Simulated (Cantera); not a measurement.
Charge: 1 mol TiN, 0.011 mol C, 2.7 mol H₂, at 2625 K and 6.90e-5 bar.

Equilibrium computed with Cantera from the NASA thermochemical tables; the gas is ideal and each condensed phase is pure. Candidate condensed phases: C, C₆H₆, C₇H₈, C₈H₁₈, Ti, TiC, TiN; 93 gas species. Kinetics and transport are ignored.

Base state: H 0.755, Ti 0.148, N₂ 0.0736, H₂ 0.0218, C 0.000747, CN 0.000545, HCN 0.000230, HNC 3.09e-5 (mole fractions); condensed: gas only.

Problem. What changes in the equilibrium state with this change: C from 0.011 to 0.34 mol?

Solution. 
```csv
species,before,after
H,0.755,0.738
Ti,0.148,0.145
N₂,0.0736,0.0686
C₃,1.00e-5,0.00992
C,0.000747,0.00744
H₂,0.0218,0.0209
C₅,<1e-9,1.79e-5
C₂,1.57e-5,0.00156
```
